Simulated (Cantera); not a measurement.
Charge: 1 mol FeS, 0.16 mol O₂, 5.9 mol H₂O, 1.1 mol SO₃, at 1748.15 K and 101000 Pa.

Method: chemical equilibrium by Gibbs-energy minimisation in Cantera with the NASA 1993 tables (ideal gas, pure condensed phases). Candidate condensed phases: Fe, FeO, Fe(OH)₂, Fe(OH)₃, FeS, FeSO₄, FeS₂, Fe₂O₃, Fe₂(SO₄)₃, Fe₃O₄, H₂O, H₂SO₄, S; 22 gas species. The tables' stoichiometric FeO is somewhat more stable than real wüstite, so its field is too wide. FeO: taken at fixed stoichiometry. Kinetics and transport are ignored.

Base state: H₂O 0.691, SO₂ 0.203, H₂ 0.0613, S₂ 0.0234, H₂S 0.0122, SO 0.00600, SH 0.00143, S₂O 0.00129 (mole fractions); condensed: FeO(l).

**Question.** What changes in the equilibrium state with this change: temperature from 1748.15 K to 1000 K?

**Answer.** 
```json
[
 {"species": "H₂O", "before": "0.691", "after": "0.776"},
 {"species": "SO₂", "before": "0.203", "after": "0.198"},
 {"species": "H₂S", "before": "0.0122", "after": "0.0167"},
 {"species": "H₂", "before": "0.0613", "after": "0.00149"},
 {"species": "S₂", "before": "0.0234", "after": "0.00670"},
 {"species": "Fe(OH)₂", "before": "7.38e-5", "after": "2.50e-9"},
 {"species": "S", "before": "7.33e-5", "after": "<1e-9"},
 {"species": "H", "before": "5.63e-5", "after": "<1e-9"},
 {"species": "OH", "before": "3.70e-5", "after": "<1e-9"},
 {"species": "SO", "before": "0.00600", "after": "8.37e-6"},
 {"species": "SH", "before": "0.00143", "after": "2.59e-6"},
 {"species": "FeO(l), mol", "before": "0.999", "after": "0"},
 {"species": "FeS(s), mol", "before": "0", "after": "0.395"},
 {"species": "Fe₃O₄(s), mol", "before": "0", "after": "0.202"}
]
```
FeS: taken at fixed stoichiometry. Gases not in the tables: S₃ to S₇.
